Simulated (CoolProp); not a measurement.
Computed with CoolProp (reference Helmholtz-energy equation of state, Tillner-Roth 1997).

Q: Give the vapour pressure (bar), liquid density (kg/m³), vapour density (kg/m³), liquid cp (kJ/(kg K)) of saturated CH2F2 (R32) at 240.7, 247.6, 254.4 K.

A: 
```csv
T (K),p (bar),liquid density (kg/m³),vapour density (kg/m³),liquid cp (kJ/(kg K))
240.7,2.47,1160,6.93,1.62
247.6,3.27,1140,9.07,1.64
254.4,4.25,1120,11.7,1.66
```
